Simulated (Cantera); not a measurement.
Charge: 1 mol Si, 3.4 mol HF, equilibrated at 702 °C and 1.00 bar.

These are equilibrium values from Cantera (NASA tables, ideal gas, pure condensed phases), not measurements of a reactor. Candidate condensed phases: Si; 25 gas species. The tables' values for SiF₃ are old estimates; treat these amounts as uncertain. Equilibrium is a limit: real reactors are often held back by kinetics, nucleation or transport.

Base state: H₂ 0.654, SiF₄ 0.310, SiHF₃ 0.0333, SiH₂F₂ 0.00192, SiF₃ 0.000179, SiH₃F 2.51e-5 (mole fractions); condensed: Si(s).

What changes in the equilibrium state with this change: pressure from 1.00 bar to 0.0800 bar?


```tsv
species	before	after
H₂	0.654	0.660
SiF₄	0.310	0.321
SiHF₃	0.0333	0.0182
SiH₃F	2.51e-5	3.87e-6
SiH₂F₂	0.00192	0.000556
SiF₃	0.000179	0.000344
HF	8.65e-6	1.65e-5
Si(s), mol	0.126	0.138
```

What changes in the equilibrium state with this change: pressure from 1.00 bar to 4.80e-5 bar?


```tsv
species	before	after
H₂	0.654	0.665
SiF₄	0.310	0.329
SiHF₃	0.0333	0.00292
SiH₃F	2.51e-5	1.51e-8
SiF₂	2.41e-7	3.58e-5
SiH₂F₂	0.00192	1.39e-5
SiF₃	0.000179	0.00225
Si(s), mol	0.126	0.147
```
The tables' values for SiF₃, SiF₂ are old estimates; treat these amounts as uncertain.
